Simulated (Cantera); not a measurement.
Feed: 1 mol B2O3, 100 mol H2, 0.24 mol NH3, equilibrated at 13.0 Pa.

Equilibrium computed with Cantera from the NASA thermochemical tables; the gas is ideal and each condensed phase is pure. Candidate condensed phases: B, BN, B2O3, B3O3H3, H2O; 39 gas species. Mutual solubility and eutectic melting of coexisting phases are not modelled. Rates play no part.

log p: log10 of the partial pressure in bar; n: condensed amount in mol.

```
T (°C)  log p H2  log p HBO  log p HBO2  log p B2O3     log p H  log p N2  log p H2O  n BN(s)  n B2O3(l)
------  --------  ---------  ----------  ----------  ----------  --------  ---------  -------  ---------
850        -3.89      -8.01       -7.69       -9.21  (withheld)     -6.82      -8.20  0.00601      0.985
900        -3.89      -7.43       -7.35       -8.43  (withheld)     -6.82      -8.20  0.00493      0.963
950        -3.89      -6.95       -7.00       -7.72  (withheld)     -6.81      -8.12        0      0.902
1000       -3.89      -6.59       -6.60       -7.06  (withheld)     -6.81      -7.89        0      0.728
1050       -3.89      -6.25       -6.23       -6.46  (withheld)     -6.81      -7.68        0      0.258
1100       -3.89      -6.14       -6.11       -6.32  (withheld)     -6.81      -7.51        0          0
1150       -3.89      -6.11       -6.10       -6.36  (withheld)     -6.81      -7.37        0          0
1200       -3.89      -6.08       -6.08       -6.40  (withheld)     -6.81      -7.23        0          0
1250       -3.90      -6.06       -6.07       -6.44  (withheld)     -6.81      -7.11        0          0
1300       -3.90      -6.04       -6.07       -6.49  (withheld)     -6.81      -6.99        0          0
```

Fill in the missing entries.


- 850, log p H: -9.31
- 900, log p H: -8.87
- 950, log p H: -8.47
- 1000, log p H: -8.09
- 1050, log p H: -7.75
- 1100, log p H: -7.42
- 1150, log p H: -7.12
- 1200, log p H: -6.85
- 1250, log p H: -6.58
- 1300, log p H: -6.34
